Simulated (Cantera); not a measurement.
Mixture: C₃H₈ : O₂ : N₂ = 1 : 4.55 : 12.7 (molar parts), equivalence ratio 1.1, at 1.80 bar, adiabatic and at constant pressure. Ignition delay is the time to a rise of 400 K.

Detailed kinetics in Cantera: GRI-Mech 3.0 (53 species, 325 reactions). GRI-Mech 3.0 was tuned for natural gas; its chemistry of propane as a main component is partial and can be far from experiment.

Q: What does this change do: pressure from 1.80 bar to 1.00 bar?

A: 
| quantity | before | after |
|---|---|---|
| delay at 1000 K | 0.298 s | 0.473 s |
| delay at 1075 K | 57.0 ms | 82.6 ms |
| delay at 1150 K | 11.2 ms | 15.1 ms |
| delay at 1225 K | 2.43 ms | 3.21 ms |
| delay at 1300 K | 0.630 ms | 0.836 ms |
| delay at 1375 K | 0.200 ms | 0.272 ms |
| delay at 1450 K | 78.1 µs | 0.110 ms |
| apparent activation energy between 1300 and 1450 K | 220 kJ/mol | 210 kJ/mol |

Q: What does this change do: pressure from 1.80 bar to 11.0 bar?

A: 
| quantity | before | after |
|---|---|---|
| delay at 1000 K | 0.298 s | 52.6 ms |
| delay at 1075 K | 57.0 ms | 12.8 ms |
| delay at 1150 K | 11.2 ms | 3.24 ms |
| delay at 1225 K | 2.43 ms | 0.848 ms |
| delay at 1300 K | 0.630 ms | 0.240 ms |
| delay at 1375 K | 0.200 ms | 76.8 µs |
| delay at 1450 K | 78.1 µs | 28.6 µs |
| apparent activation energy between 1300 and 1450 K | 220 kJ/mol | 220 kJ/mol |
